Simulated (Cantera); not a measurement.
A Cantera script and its output.

```python
import numpy as np
import cantera as ct

gas = ct.Solution("gri30.yaml")
gas.TPX = 1900, 1500000, {'CH4': 1, 'H2O': 15, 'H2': 0.42}
inlet = ct.Reservoir(gas, clone=True)

reactor = ct.IdealGasConstPressureReactor(gas, energy="off", clone=False)
exhaust = ct.Reservoir(gas, clone=True)
tau = [1.7, 0.49, 0.14, 0.041, 0.012, 0.0034, 0.00097][0]
for a, b in ((inlet, reactor), (reactor, exhaust)):
    ct.MassFlowController(a, b, mdot=lambda t: reactor.mass / tau)
net = ct.ReactorNet([reactor])
show = ['CH4', 'H2O', 'H2', 'CO2', 'C2H', 'C2H4']

rows = []
print(f"{'tau/s':>10s}{'T/K':>9s}" + "".join(f"{s:>11s}" for s in show))
for tau in [1.7, 0.49, 0.14, 0.041, 0.012, 0.0034, 0.00097]:
    net.initial_time = 0.0
    net.advance(30 * tau)
    before = gas.X
    net.advance(40 * tau)
    drift = np.max(np.abs(gas.X - before) / (gas.X + 1e-9))
    rows.append([gas.T, *gas[show].X, drift])
    print(f"{tau:10.3e}{gas.T:9.1f}" + "".join(f"{x:11.3e}" for x in gas[show].X))
```

Output:

```
     tau/s      T/K        CH4        H2O         H2        CO2        C2H       C2H4
 1.700e+00   1900.0  1.145e-04  7.356e-01  2.099e-01  2.462e-02  1.793e-12  1.461e-08
 4.900e-01   1900.0  3.948e-04  7.364e-01  2.091e-01  2.456e-02  2.087e-11  1.710e-07
 1.400e-01   1900.0  1.291e-03  7.391e-01  2.064e-01  2.433e-02  2.205e-10  1.793e-06
 4.100e-02   1900.0  3.602e-03  7.466e-01  1.988e-01  2.358e-02  1.712e-09  1.346e-05
 1.200e-02   1900.0  8.186e-03  7.647e-01  1.813e-01  2.139e-02  8.758e-09  6.357e-05
 3.400e-03   1900.0  1.519e-02  7.981e-01  1.498e-01  1.625e-02  2.792e-08  1.808e-04
 9.700e-04   1900.0  2.387e-02  8.387e-01  1.109e-01  8.714e-03  5.276e-08  3.458e-04
```

Computed with Cantera and GRI-Mech 3.0 (53 species, 325 reactions). The pressure lies above the range GRI-Mech 3.0 was tuned for (to about 10 atm).
